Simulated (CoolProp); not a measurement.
The numbers come from the reference Helmholtz-energy equation of state, Thol 2017 in CoolProp.

For decamethyltetrasiloxane (MD2M), give the phase and the Z, cp (kJ/(kg K)), speed of sound (m/s), fugacity coefficient at 531.1 K and 4 MPa; 565.5 K and 4 MPa.


- 531.1 K and 4 MPa: liquid; Z 0.458, cp 2.20, speed of sound 374, fugacity coefficient 0.121
- 565.5 K and 4 MPa: liquid; Z 0.462, cp 2.26, speed of sound 311, fugacity coefficient 0.193
